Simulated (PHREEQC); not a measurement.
## Geothermal or formation water: an equilibrium model

Model water analysis in mg/L, 25 °C, pH 6.38, pe 0.6: Na 2440; K 155; Ca 1.95; Mg 278; Cl 2960; S(6) as SO4 2350; Alkalinity as HCO3 0.358; Sr 2.03; Si as SiO2 90.1; Mn(2) 2.47.

Cl is adjusted to close the charge balance.
Valence states are taken as typed.

Model: ion-association model, phreeqc.dat, run in PHREEQC.

```json
{
 "ionic_strength": "0.149 mol/kgw",
 "specific_conductance": "12100 µS/cm",
 "density": "1.004 g/cm³"
}
```

| species | molality | activity | log γ |
|---|---|---|---|
| Na+ | 0.104 | 0.0794 | -0.118 |
| Cl- | 0.0850 | 0.0626 | -0.132 |
| SO4-2 | 0.0177 | 0.00577 | -0.488 |
| Mg+2 | 0.00779 | 0.00286 | -0.434 |
| K+ | 0.00385 | 0.00282 | -0.134 |
| MgSO4 | 0.00374 | 0.00387 | 0.015 |

This is a speciation only: nothing precipitates in the calculation. Saturation is exceeded, for instance for Quartz (slow to form), Chalcedony (slow to form); the values hold only as long as no solid forms. Species that the database lacks are ignored.
